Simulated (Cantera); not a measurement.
What does this Cantera script print?

```python
import numpy as np
import cantera as ct

gas_names = """
    C CO CO2 C2 C2O C3 C3O2 C4 C5 Fe FeC5O5 FeO O O2 O3
""".split()
cond_names = """
    C(gr) Fe(a) Fe(c) Fe(d) Fe(L) FeC5O5(L) FeO(s) FeO(L) Fe2O3(s) Fe3O4(s)
""".split()


# ... load() reads the species with a 1 bar reference pressure and builds the phases ...
atoms = {
    'Fe': {'Fe': 1},
    'CO2': {'C': 1, 'O': 2},
    'CO': {'C': 1, 'O': 1},
}
top_T = {'C(gr)': 4500, 'Fe2O3(s)': 1830, 'Fe3O4(s)': 1870}  # K; cautious upper limits of use, not melting points


# ... equilibrate(T, P, feed) seeds the gas with the atoms and calls Mixture.equilibrate('TP', solver="vcs", rtol=1e-11, max_steps=5000) ...
results = []
T = 1573.15  # K
P = 101325  # Pa
for m in [1.2, 1.6, 2.3, 3.3, 4.7, 6.7, 9.5, 13, 19, 27]:
    feed = {'Fe': 1, 'CO2': 1, 'CO': m}  # mol
    mix = equilibrate(T, P, feed)
    results.append((T, P, feed, dict(zip(mix.species_names, mix.species_moles))))

top = {s: max(r[3][s] / sum(r[3][g] for g in gas_names) for r in results) for s in gas_names}
cols = sorted((s for s in top if top[s] > 1e-05), key=lambda s: -top[s])[:6]
seen = [c for c in cond_names if any(r[3].get(c, 0) > 1e-12 for r in results)]
print("log10 of partial pressures in bar; condensed amounts in mol")
print(f"{'n(CO)':>10s}" + "".join(f"{s[:9]:>10s}" for s in cols + seen))
for T, P, feed, n in results:
    ng = sum(n[g] for g in gas_names)
    print(f"{feed['CO']:10.4g}" + "".join(f"{np.log10(max(n[s] / ng * P / 1e5, 1e-99)):10.3f}" for s in cols)
          + "".join(f"{n.get(c, 0):10.4g}" for c in seen))
```

Result:

```
log10 of partial pressures in bar; condensed amounts in mol
     n(CO)        CO       CO2     Fe(c)    FeO(s)
       1.2    -0.057    -0.867    0.2948    0.7052
       1.6    -0.057    -0.867    0.3484    0.6516
       2.3    -0.057    -0.867    0.4422    0.5578
       3.3    -0.057    -0.867    0.5762    0.4238
       4.7    -0.057    -0.867    0.7638    0.2362
       6.7    -0.055    -0.881         1         0
       9.5    -0.038    -1.015         1         0
        13    -0.026    -1.140         1         0
        19    -0.017    -1.295         1         0
        27    -0.010    -1.441         1         0
```

Equilibrium computed with Cantera from the NASA thermochemical tables; the gas is ideal and each condensed phase is pure. Mutual solubility and eutectic melting of coexisting phases are not modelled. The tables' stoichiometric FeO is somewhat more stable than real wüstite, so its field is too wide. FeO: taken at fixed stoichiometry.
